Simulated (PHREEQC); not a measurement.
**Copper plating or etch bath**

Solution (25 °C): 0.0017 mol/kgw Cu(NO3)2 and 0.039 mol/kgw HCl. Closed to the air; pH follows from the charge balance.

Equilibrium calculation in PHREEQC: ion-association model, wateq4f.dat.

This is a speciation only: nothing precipitates in the calculation.

Q: Estimate the pH.

A: pH 1.48.

Q: In which forms is Cu present?

A: Cu+2 95 %, CuCl+ 4.9 % of the Cu.

Complexes and solids missing from the database can't appear.
